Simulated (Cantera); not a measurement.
## Gas-phase reforming

An isothermal, constant-pressure homogeneous reactor starts with 17.9 % CH4, 82.1 % H2O, at 1350 K and 0.987 atm.

Detailed kinetics in Cantera: GRI-Mech 3.0 (53 species, 325 reactions).

```tsv
t (s)	x CH4	x H2O	x CH2CO	x C2H2	x H2
1.00e-6	0.179	0.821	<1e-12	<1e-12	3.60e-9
2.90e-6	0.179	0.821	<1e-12	<1e-12	1.41e-8
8.42e-6	0.179	0.821	<1e-12	<1e-12	4.52e-8
2.44e-5	0.179	0.821	<1e-12	<1e-12	1.35e-7
7.09e-5	0.179	0.821	<1e-12	<1e-12	3.97e-7
0.000206	0.179	0.821	<1e-12	<1e-12	1.16e-6
0.000597	0.179	0.821	<1e-12	4.85e-12	3.40e-6
0.00173	0.179	0.821	<1e-12	3.04e-10	1.02e-5
0.00503	0.179	0.821	<1e-12	7.62e-9	3.11e-5
0.0146	0.178	0.821	9.24e-12	1.48e-7	9.70e-5
0.0423	0.178	0.821	6.73e-10	3.50e-6	0.000337
0.123	0.177	0.821	4.12e-8	7.91e-5	0.00137
0.356	0.173	0.819	9.17e-7	0.000914	0.00538
1.03	0.164	0.812	5.31e-6	0.00464	0.0176
3.00	0.143	0.795	1.23e-5	0.0129	0.0462
```
x: mole fraction; the columns are a selection and need not sum to one.

Equilibrium at this temperature and pressure: CH4 5.55e-7, H2O 0.430, CH2CO <1e-12, C2H2 <1e-12, H2 0.439 (gas phase only).
